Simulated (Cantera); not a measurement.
# Premixed flame

A freely propagating, adiabatic, planar premixed flame of 45.7 % H2, 11.4 % O2, 42.9 % N2, equivalence ratio 2.0, unburnt at 700 K and 58000 Pa; mixture-averaged transport, grid criteria slope 0.08 and curve 0.16, no radiation.

Computed with Cantera and the H2/O2 subset of GRI-Mech 3.0, which has no nitrogen chemistry. Burning velocities carry a grid error of a few per cent, more on coarse grids.

```tsv
z (mm)	T (K)	u (m/s)	x H2	x O2	x O	x H2O	x HO2	x OH
-2.95	700	11.3	0.457	0.114	<1e-8	<1e-8	<1e-8	<1e-8
-1.97	700	11.3	0.457	0.114	<1e-8	<1e-8	<1e-8	<1e-8
-1.48	700	11.3	0.457	0.114	<1e-8	<1e-8	1.74e-8	<1e-8
-0.985	700	11.3	0.457	0.114	1.53e-8	1.82e-7	1.81e-6	<1e-8
-0.492	716	11.5	0.454	0.114	1.88e-5	0.00102	0.000114	5.22e-5
-0.246	867	13.8	0.425	0.108	0.000462	0.0161	7.95e-5	0.000445
0	1243	19.3	0.297	0.0619	0.00466	0.112	3.45e-5	0.00287
0.246	1498	23.0	0.202	0.0101	0.00401	0.213	5.63e-6	0.00482
0.492	1602	24.4	0.193	0.00224	0.00276	0.230	1.19e-6	0.00538
0.985	1716	25.9	0.201	0.00124	0.00236	0.234	6.23e-7	0.00608
1.97	1841	27.6	0.211	0.000933	0.00189	0.236	4.45e-7	0.00649
3.94	1969	29.2	0.221	0.000626	0.00132	0.240	2.98e-7	0.00637
7.88	2091	30.7	0.231	0.000361	0.000793	0.245	1.85e-7	0.00563
```
x: mole fraction of selected species; z is measured from the peak of heat release.

- laminar burning velocity = 1130 cm/s
- thermal thickness = 0.985 mm
- peak x(O) = 0.00539
- peak x(HO2) = 0.000115
- peak x(OH) = 0.00651
- grid points = 138
